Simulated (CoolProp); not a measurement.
Properties of carbonyl sulfide along the isotherm 392 K.

Computed with CoolProp (reference Helmholtz-energy equation of state, Lemmon 2006). It is a short technical equation, of lower accuracy than the large ones.

```csv
p (MPa),phase,cp (kJ/(kg K)),speed of sound (m/s),isothermal compressibility (1/MPa),expansivity (1/kK)
0.289,gas,0.7701,255.3,3.509,2.663
0.579,gas,0.7825,252.9,1.778,2.784
0.868,gas,0.7960,250.5,1.204,2.915
1.16,gas,0.8106,248.0,0.9165,3.059
1.45,gas,0.8265,245.5,0.7463,3.216
1.74,gas,0.8438,242.9,0.6338,3.388
2.03,gas,0.8628,240.3,0.5543,3.577
2.32,gas,0.8838,237.6,0.4956,3.787
2.61,gas,0.9071,234.9,0.4509,4.020
2.89,gas,0.9321,232.1,0.4171,4.272
3.18,gas,0.9613,229.2,0.3895,4.566
```
